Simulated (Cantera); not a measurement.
## Thermodynamics of calcination and drying, feed Ca(OH)₂ + CO₂

Input: 1 mol Ca(OH)₂, 0.072 mol CO₂, at 0.290 bar.

Equilibrium computed with Cantera from the NASA thermochemical tables; the gas is ideal and each condensed phase is pure. Candidate condensed phases: C, C₆H₆, C₇H₈, C₈H₁₈, Ca, CaCO₃, CaO, Ca(OH)₂, H₂O; 115 gas species. Equilibrium is a limit: real reactors are often held back by kinetics, nucleation or transport.

| T (K) | x H₂O | x CO₂ | x H₂ | x O₂ | x OH | n CaO(s) |
|---|---|---|---|---|---|---|
| 1000 | 0.933 | 0.0672 | 3.54e-7 | 1.82e-7 | 1.46e-8 | 1.00 |
| 1075 | 0.933 | 0.0672 | 1.42e-6 | 7.35e-7 | 8.09e-8 | 1.00 |
| 1150 | 0.933 | 0.0672 | 4.73e-6 | 2.48e-6 | 3.59e-7 | 1.00 |
| 1225 | 0.933 | 0.0672 | 1.36e-5 | 7.21e-6 | 1.33e-6 | 1.00 |
| 1300 | 0.933 | 0.0672 | 3.49e-5 | 1.86e-5 | 4.24e-6 | 1.00 |
| 1375 | 0.933 | 0.0671 | 8.05e-5 | 4.33e-5 | 1.19e-5 | 1.00 |
| 1450 | 0.933 | 0.0671 | 0.000171 | 9.24e-5 | 3.01e-5 | 1.00 |
| 1525 | 0.932 | 0.0671 | 0.000336 | 0.000183 | 6.93e-5 | 1.000 |
| 1600 | 0.932 | 0.0670 | 0.000621 | 0.000341 | 0.000148 | 1.000 |
| 1675 | 0.931 | 0.0669 | 0.00109 | 0.000601 | 0.000294 | 1.000 |
| 1750 | 0.930 | 0.0666 | 0.00181 | 0.00101 | 0.000553 | 1.000 |
x: gas mole fraction; n: condensed amount in mol.

From 1000 K to 1750 K the condensed part is CaO(s).
